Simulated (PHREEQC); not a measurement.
Dissolve 71 mmol/kgw MgCl2, 5.06 mmol/kgw Na2SO4 and 63 mmol/kgw MgSO4 at 60 °C. Closed to the air; pH follows from the charge balance.

Model: ion-association model, wateq4f.dat, run in PHREEQC.

* **ionic strength**: 0.278 mol/kgw

```json
[
 {"species": "Cl-", "molality": "0.142", "activity": "0.0952", "log γ": "-0.174"},
 {"species": "Mg+2", "molality": "0.0836", "activity": "0.0247", "log γ": "-0.529"},
 {"species": "MgSO4", "molality": "0.0504", "activity": "0.0538", "log γ": "0.028"},
 {"species": "SO4-2", "molality": "0.0174", "activity": "0.00414", "log γ": "-0.623"},
 {"species": "Na+", "molality": "0.00987", "activity": "0.00702", "log γ": "-0.148"},
 {"species": "NaSO4-", "molality": "0.000249", "activity": "0.000178", "log γ": "-0.147"},
 {"species": "MgOH+", "molality": "2.27e-6", "activity": "1.66e-6", "log γ": "-0.134"},
 {"species": "HSO4-", "molality": "1.25e-6", "activity": "8.61e-7", "log γ": "-0.160"},
 {"species": "H+", "molality": "1.17e-6", "activity": "9.08e-7", "log γ": "-0.111"}
]
```

This is a speciation only: nothing precipitates in the calculation. Constants without temperature data keep their 25 °C values here.
